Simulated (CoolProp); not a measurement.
Vapour pressure (bar) of CF4 (R14): the reference equation beside estimates from Tc = 227.4 K, pc = 37.62 bar, ω = 0.178. Clausius-Clapeyron is anchored at 164.2 K with a constant enthalpy of vaporisation of 10.81 kJ/mol.

The numbers come from the reference Helmholtz-energy equation of state, Platzer 1990 in CoolProp. This equation is an older, rougher fit; its heat capacities, sound speeds and derivatives of the liquid may be far off and weren't checked against measurements.

```tsv
T (K)	reference	Lee-Kesler	Clausius-Clapeyron	van der Waals	Redlich-Kwong	Soave-Redlich-Kwong
164.2	3.267	3.300	3.267	8.821	4.253	3.301
167.6	3.904	3.947	3.837	9.762	5.010	3.950
171	4.628	4.682	4.477	10.76	5.857	4.690
174.3	5.423	5.488	5.171	11.80	6.771	5.503
177.7	6.344	6.421	5.964	12.93	7.813	6.446
181	7.344	7.431	6.816	14.09	8.926	7.470
184.4	8.492	8.589	7.781	15.35	10.18	8.646
187.8	9.766	9.873	8.841	16.68	11.55	9.953
191.1	11.13	11.25	9.964	18.04	13.00	11.35
194.5	12.68	12.80	11.22	19.51	14.62	12.94
```

Absolute difference from the reference over all 10 rows, mean and median: Lee-Kesler 1.1 and 1.1 %, Clausius-Clapeyron 6.3 and 6.6 %, van der Waals 103.3 and 97.8 %, Redlich-Kwong 22.5 and 22.3 %, Soave-Redlich-Kwong 1.6 and 1.7 %.
